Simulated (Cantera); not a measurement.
An adiabatic, constant-pressure homogeneous reactor starts with H₂ : O₂ : N₂ : H₂O = 1 : 1.25 : 9.12 : 0.78 (molar parts), equivalence ratio 0.40, at 1725 K and 7500 Torr.

Model: the H2/O2 subset of GRI-Mech 3.0, which has no nitrogen chemistry, integrated in Cantera. The hydrogen kinetics of GRI-Mech 3.0 are dated; newer H2 mechanisms differ, most at raised pressure.

Question: Predict: time of steepest temperature rise; temperature at 1.00 s; equilibrium temperature; x(H₂) at 1.00 s; x(O₂) at 1.00 s; x(H₂O) at 1.00 s; x(H₂O₂) at 1.00 s; x(H) at 1.00 s.

Answer: 
```
Item                                                                   Value
---------------------------------  -----------------------------------------
time of steepest temperature rise                                    1.55 µs
temperature at 1.00 s                                                 2266 K
equilibrium temperature                                               2266 K
x(H₂) at 1.00 s                    0.000324 (gas-phase equilibrium 0.000324)
x(O₂) at 1.00 s                        0.0635 (gas-phase equilibrium 0.0635)
x(H₂O) at 1.00 s                         0.151 (gas-phase equilibrium 0.151)
x(H₂O₂) at 1.00 s                    4.86e-7 (gas-phase equilibrium 4.86e-7)
x(H) at 1.00 s                       4.64e-5 (gas-phase equilibrium 4.64e-5)
```
